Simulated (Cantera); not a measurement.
What does this Cantera script print?

```python
import numpy as np
import cantera as ct

gas_names = """
    H HNO HNO2 HNO3 HO2 H2 H2O H2O2 N NH NH2 NH3 NH2OH NO NO2 NO3 N2 N2H2 N2H4 N2O O OH O2 O3
""".split()
cond_names = """
    H2O(s) H2O(L)
""".split()


# ... load() reads the species with a 1 bar reference pressure and builds the phases ...
atoms = {
    'NH3': {'N': 1, 'H': 3},
    'H2': {'H': 2},
    'O2': {'O': 2},
}
top_T = {}  # K; cautious upper limits of use, not melting points


# ... equilibrate(T, P, feed) seeds the gas with the atoms and calls Mixture.equilibrate('TP', solver="vcs", rtol=1e-11, max_steps=5000) ...
results = []
feed = {'NH3': 1, 'H2': 8.5, 'O2': 1}  # mol
P = 12  # Pa
for T in [1198, 1298, 1398, 1498, 1598, 1698, 1798, 1898, 1998]:
    mix = equilibrate(T, P, feed)
    results.append((T, P, feed, dict(zip(mix.species_names, mix.species_moles))))

top = {s: max(r[3][s] / sum(r[3][g] for g in gas_names) for r in results) for s in gas_names}
cols = sorted((s for s in top if top[s] > 1e-05), key=lambda s: -top[s])[:7]
seen = [c for c in cond_names if any(r[3].get(c, 0) > 1e-12 for r in results)]
print("log10 of partial pressures in bar; condensed amounts in mol")
print(f"{'T/K':>10s}" + "".join(f"{s[:9]:>10s}" for s in cols + seen))
for T, P, feed, n in results:
    ng = sum(n[g] for g in gas_names)
    print(f"{T:10.4g}" + "".join(f"{np.log10(max(n[s] / ng * P / 1e5, 1e-99)):10.3f}" for s in cols)
          + "".join(f"{n.get(c, 0):10.4g}" for c in seen))
```

Result:

```
log10 of partial pressures in bar; condensed amounts in mol
       T/K        H2       H2O         H        N2        OH         O        O2
      1198    -4.039    -4.641    -8.740    -5.243   -11.445   -16.136   -17.032
      1298    -4.039    -4.641    -7.989    -5.243   -10.480   -14.447   -15.358
      1398    -4.039    -4.641    -7.345    -5.243    -9.652   -12.998   -13.921
      1498    -4.040    -4.641    -6.785    -5.243    -8.934   -11.740   -12.673
      1598    -4.041    -4.642    -6.294    -5.244    -8.305   -10.638   -11.579
      1698    -4.045    -4.644    -5.862    -5.246    -7.750    -9.664   -10.610
      1798    -4.053    -4.648    -5.480    -5.249    -7.257    -8.795    -9.744
      1898    -4.070    -4.658    -5.142    -5.257    -6.817    -8.013    -8.960
      1998    -4.103    -4.678    -4.846    -5.271    -6.423    -7.302    -8.243
```

Cantera equilibrium calculation (NASA polynomials, part measured and part estimated; ideal gas, pure solids and liquids).
